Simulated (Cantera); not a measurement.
Input: 1 mol Si, 0.61 mol NF3, 11 mol H2, held at 1150 °C and 42.0 mbar.

Cantera equilibrium calculation (NASA polynomials, part measured and part estimated; ideal gas, pure solids and liquids). Candidate condensed phases: Si, Si3N4; 37 gas species. Mutual solubility and eutectic melting of coexisting phases are not modelled. The tables' values for SiF3, SiF2 are old estimates; treat these amounts as uncertain. Rates play no part.

Base state: H2 0.955, SiF4 0.0294, SiF3 0.00808, SiHF3 0.00404, HF 0.00190, SiF2 0.00145, SiH2F2 0.000257, N2 0.000229 (mole fractions); condensed: Si(s) + Si3N4(s).

### Question
What changes in the equilibrium state with this change: temperature from 1150 °C to 675 °C?

### Answer
```csv
species,before,after
H2,0.955,0.959
SiF4,0.0294,0.0371
SiHF3,0.00404,0.00362
SiF3,0.00808,5.20e-5
N2,0.000229,<1e-9
H,3.17e-5,2.52e-9
"Si(s), mol",0.0497,0.0734
"Si3N4(s), mol",0.151,0.152
```
The tables' values for SiF3 are old estimates; treat these amounts as uncertain.

### Question
What changes in the equilibrium state with this change: temperature from 1150 °C to 950 °C?

### Answer
```
species          before     after
-------------  --------  --------
H2                0.955     0.958
SiF4             0.0294    0.0353
SiHF3           0.00404   0.00423
SiF3            0.00808   0.00170
N2             0.000229   1.37e-6
H               3.17e-5   1.44e-6
SiF2            0.00145   8.46e-5
HF              0.00190  0.000339
Si(s), mol       0.0497    0.0671
Si3N4(s), mol     0.151     0.152
```

### Question
What changes in the equilibrium state with this change: temperature from 1150 °C to 552 °C?

### Answer
```
species          before    after
-------------  --------  -------
H2                0.955    0.959
SiF4             0.0294   0.0375
SiHF3           0.00404  0.00319
SiF3            0.00808  4.97e-6
SiF2            0.00145  3.21e-9
N2             0.000229    <1e-9
Si(s), mol       0.0497   0.0749
Si3N4(s), mol     0.151    0.152
```
